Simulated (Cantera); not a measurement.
A closed system holds: 1 mol Si, 2.4 mol F₂, 0.1 mol H₂, held at 4500 Pa.

Equilibrium computed with Cantera from the NASA thermochemical tables; the gas is ideal and each condensed phase is pure. Candidate condensed phases: Si; 25 gas species. Equilibrium is a limit: real reactors are often held back by kinetics, nucleation or transport.

**Question.** At 998 K, list the 4 most abundant gas species with their mole fractions, and the condensed phases.

**Answer.** SiF₄ 0.617, F 0.150, HF 0.123, F₂ 0.110. Condensed: gas only.
